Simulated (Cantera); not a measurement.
Hydrogen reduction and annealing atmospheres: NiS + H₂

Feed: 1 mol NiS, 0.58 mol H₂, held at 180 Pa.

Equilibrium computed with Cantera from the NASA thermochemical tables; the gas is ideal and each condensed phase is pure. Candidate condensed phases: Ni, NiS, NiS₂, Ni₃S₂, Ni₃S₄, S; 9 gas species. Gases not in the tables: S₃ to S₇. Kinetics and transport are ignored.

From 1223 K to 1823 K the condensed part is Ni₃S₂(l). The main Ni-bearing gas is NiS at 1223 K and Ni at 1823 K.

```tsv
T (K)	x H₂	x S₂	x H₂S	x SH	x Ni	n Ni₃S₂(l)
1223	0.654	0.145	0.199	0.00130	1.13e-9	0.333
1323	0.702	0.175	0.120	0.00256	4.46e-8	0.333
1423	0.730	0.192	0.0731	0.00440	1.06e-6	0.333
1523	0.744	0.201	0.0461	0.00686	1.65e-5	0.333
1623	0.751	0.205	0.0302	0.00998	0.000182	0.333
1723	0.750	0.205	0.0204	0.0137	0.00151	0.333
1823	0.734	0.201	0.0140	0.0178	0.00994	0.329
```
x: gas mole fraction; n: condensed amount in mol.
